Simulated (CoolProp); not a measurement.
Vapour-liquid equilibrium of R134a (1) + R123 (2) at 259 K; x and y are mole fractions of (1).

Computed with CoolProp (multi-fluid Helmholtz-energy mixture model, Tillner-Roth 1994 and Younglove 1994; pair parameters Bell 2016).

```csv
x,"bubble pressure, mixture model (kPa)","bubble pressure, Raoult's law (kPa)","y, mixture model","y, Raoult's law"
0.05,27.32,24.06,0.425,0.353
0.2,57.88,47.07,0.765,0.721
0.35,84.10,70.07,0.862,0.848
0.5,106.1,93.08,0.910,0.912
0.65,125.3,116.1,0.940,0.951
0.8,143.4,139.1,0.965,0.976
0.95,162.7,162.1,0.991,0.995
```

The largest gap from Raoult's law is +23.0 % in bubble pressure, at x = 0.2. No azeotrope shows between x = 0.05 and 0.95.

The pair parameters rest on a limited set of measurements; away from them the model extrapolates.
